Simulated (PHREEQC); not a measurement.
Solution (25 °C): 0.0021 mol/kgw CaCl2, 0.0028 mol/kgw Na2SO4 and 0.0057 mol/kgw KCl. Closed to the air; pH follows from the charge balance.

Model: ion-association model, phreeqc.dat, run in PHREEQC.

Each row changes one thing in this solution. This is a speciation only: nothing precipitates in the calculation.

```tsv
case	pH	ionic strength (mol/kgw)	SO4-2 (mol/kgw)	Ca+2 (mol/kgw)	CaSO4 (mol/kgw)	KSO4- (mol/kgw)	SI of Gypsum (CaSO4:2H2O)	SI of Sylvite (KCl)
as made	7.02	0.0191	0.00243	0.00183	0.000274	5.62e-5	-1.23	-5.27
temperature from 25 to 40 °C	6.80	0.0190	0.00240	0.00181	0.000291	7.00e-5	-1.23	-5.35
diluted 5-fold with water	7.00	0.00398	0.000532	0.000398	?	3.24e-6	-2.33	-6.61
KCl from 0.0057 to 0.00057 mol/kgw	7.02	0.0139	0.00244	0.00179	0.000308	6.03e-6	-1.18	-6.58
CaCl2 from 0.0021 to 0.0105 mol/kgw	6.99	?	0.00194	0.00971	0.000793	3.68e-5	-0.77	-4.89
CaCl2 from 0.0021 to 0.00021 mol/kgw	7.03	0.0144	0.00266	0.000177	3.27e-5	6.51e-5	-2.15	-5.47
0.00022 mol/kgw KH2PO4 added	5.35	0.0193	0.00243	0.00182	0.000272	5.82e-5	-1.23	-5.26
```

Question: Complete the blanks.

Answer: 
- diluted 5-fold with water, CaSO4 (mol/kgw): 2.20e-5
- CaCl2 from 0.0021 to 0.0105 mol/kgw, ionic strength (mol/kgw): 0.0423

Complexes and solids missing from the database can't appear. At this temperature some constants are extrapolated from 25 °C, and those without enthalpy data are left unchanged.
